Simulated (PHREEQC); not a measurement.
A solution holds 0.0022 mol AgF, 7.7e-05 mol HNO3 and 0.14 mol Cu(NO3)2 per kg of water, at 25 °C. Closed to the air; pH follows from the charge balance.

Equilibrium calculation in PHREEQC: ion-association model, wateq4f.dat.

The ionic strength comes out as 0.420 mol/kgw. What activity coefficients do CuF+, Cu2(OH)2+2, Ag+, NO3-, F- get?

CuF+ 0.73, Cu2(OH)2+2 0.29, Ag+ 0.73, NO3- 0.63, F- 0.65.

No solid was allowed to form.
